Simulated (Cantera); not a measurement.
A closed system holds: 1 mol Si3N4, 0.037 mol C, 4.1 mol N2, held at 1450 °C and 4300 Pa.

Equilibrium computed with Cantera from the NASA thermochemical tables; the gas is ideal and each condensed phase is pure. Candidate condensed phases: C, Si, SiC, Si3N4; 20 gas species. Mutual solubility and eutectic melting of coexisting phases are not modelled. Kinetics and transport are ignored.

Base state: N2 1.000 (mole fractions); condensed: SiC(s) + Si3N4(s).

### Question
What changes in the equilibrium state with this change: 0.21 mol CH4 added?

### Answer
```csv
species,before,after
N2,1.000,0.910
H2,0,0.0895
H,0,0.000263
HCN,0,0.000128
"SiC(s), mol",0.0370,0.246
"Si3N4(s), mol",0.988,0.918
```
Further candidate phases: C6H6, C7H8, C8H18.
